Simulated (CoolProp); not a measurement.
The fluid at 357.4 K and 0.515 MPa (gas) is heated at constant pressure to 534.8 K. The same conditions are run with several fluids, on thermodynamics alone (safety and materials aside).

Computed with CoolProp (reference Helmholtz-energy equation of state of each fluid (oxygen: Schmidt 1985; hydrogen chloride: Thol 2018; nitrogen: Span 2000)).

| fluid | heat (kJ/kg) | final density (kg/m³) |
|---|---|---|
| oxygen | … | … |
| hydrogen chloride | … | … |
| nitrogen | … | … |

Problem. Some entries are withheld; supply them.

Solution. 
- oxygen, heat (kJ/kg): 170
- oxygen, final density (kg/m³): 3.70
- hydrogen chloride, heat (kJ/kg): 144
- hydrogen chloride, final density (kg/m³): 4.24
- nitrogen, heat (kJ/kg): 187
- nitrogen, final density (kg/m³): 3.24

Above 300 K oxygen's equation is extrapolated.
